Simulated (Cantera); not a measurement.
Cantera run:

```python
import numpy as np
import cantera as ct

gas_names = """
    S2
""".split()
cond_names = """
    Ni3S4(s) NiS2(s) NiS2(L)
""".split()


# ... load() reads the species with a 1 bar reference pressure and builds the phases ...
species = {s.name: s for s in load("nasa_gas.yaml", gas_names) + load("nasa_condensed.yaml", cond_names)}
# Each term lists the table entries of one substance; the one whose range holds T is used.
reactions = {
    'S2(g) + Ni3S4 = 3 NiS2':
        [(-1, ['S2']), (-1, ['Ni3S4(s)']), (3, ['NiS2(s)', 'NiS2(L)'])],
}


def pick(names, T):
    return next(species[n] for n in names if species[n].thermo.min_temp <= T <= species[n].thermo.max_temp)


results = []
for label, terms in reactions.items():
    print(label)
    print("     T/K   dH/kJ  dS/(J/K)   dG/kJ   log10 K")
    for T in [425, 450, 475, 500, 525, 550, 575]:
        used = [(nu, pick(names, T)) for nu, names in terms]
        dH = sum(nu * s.thermo.h(T) for nu, s in used) / 1e6
        dS = sum(nu * s.thermo.s(T) for nu, s in used) / 1e3
        dG = dH - T * dS / 1e3
        logK = -dG * 1e6 / (ct.gas_constant * T * np.log(10))
        results.append((label, T, dH, dS, dG, logK, [s.name for _, s in used]))
        print(f"{T:8g} {dH:8.1f} {dS:8.1f} {dG:8.1f} {logK:8.2f}")
```

Result:

```
S2(g) + Ni3S4 = 3 NiS2
     T/K   dH/kJ  dS/(J/K)   dG/kJ   log10 K
     425   -220.4   -195.8   -137.1    16.86
     450   -220.3   -195.7   -132.3    15.35
     475   -220.3   -195.8   -127.4    14.01
     500   -220.4   -195.9   -122.5    12.79
     525   -220.6   -196.2   -117.6    11.70
     550   -220.8   -196.5   -112.7    10.70
     575   -221.0   -197.0   -107.7     9.79
```

Standard-state values (1 bar) from the NASA 1993 polynomials, evaluated with Cantera. Condensed species are held in their standard states even where they would react or evaporate.
